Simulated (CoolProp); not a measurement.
Vapour pressure (kPa) of dimethyl carbonate: the reference equation beside estimates from Tc = 557.0 K, pc = 4909 kPa, ω = 0.346.

Computed with CoolProp (reference Helmholtz-energy equation of state, Zhou 2011).

| T (K) | reference | Lee-Kesler | van der Waals | Soave-Redlich-Kwong | Peng-Robinson |
|---|---|---|---|---|---|
| 406.7 | 340.5 | 343.6 | 1216 | 343.4 | 341.2 |
| 414.8 | 413.3 | 418.4 | 1340 | 418.4 | 415.0 |
| 422.9 | 497.4 | 505.0 | 1471 | 505.5 | 500.5 |
| 430.9 | 592.8 | 603.1 | 1608 | 604.4 | 597.7 |
| 439 | 702.8 | 716.4 | 1756 | 718.9 | 710.3 |
| 447.1 | 827.8 | 844.9 | 1911 | 849.2 | 838.4 |
| 455.2 | 969.0 | 989.9 | 2075 | 996.6 | 983.4 |
| 463.2 | 1126 | 1151 | 2246 | 1160 | 1145 |
| 471.3 | 1303 | 1332 | 2427 | 1346 | 1327 |
| 479.4 | 1501 | 1535 | 2617 | 1552 | 1531 |
| 487.4 | 1718 | 1756 | 2813 | 1778 | 1756 |

Absolute difference from the reference over all 11 rows, mean and median: Lee-Kesler 1.9 and 2.1 %, van der Waals 142.5 and 130.9 %, Soave-Redlich-Kwong 2.4 and 2.6 %, Peng-Robinson 1.2 and 1.3 %.
